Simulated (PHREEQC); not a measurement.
1 kg of water meets 20 L of dry gas (N2 0.46, O2 0.54 by moles) at fixed total pressure, at 50 °C; fugacities by Peng-Robinson. The gases take part in no redox reaction, some water evaporates into the gas, and hydrates or a liquid gas phase aren't modelled. No solid was allowed to form.

Equilibrium calculation in PHREEQC: ion-association model, phreeqc.dat.

Predict dissolved N2 (mol/kgw) at P (atm) = 20, 40.


| P (atm) | dissolved N2 (mol/kgw) |
|---|---|
| 20 | 0.00459 |
| 40 | 0.00899 |

Complexes and solids missing from the database can't appear. At this temperature some constants are extrapolated from 25 °C, and those without enthalpy data are left unchanged.
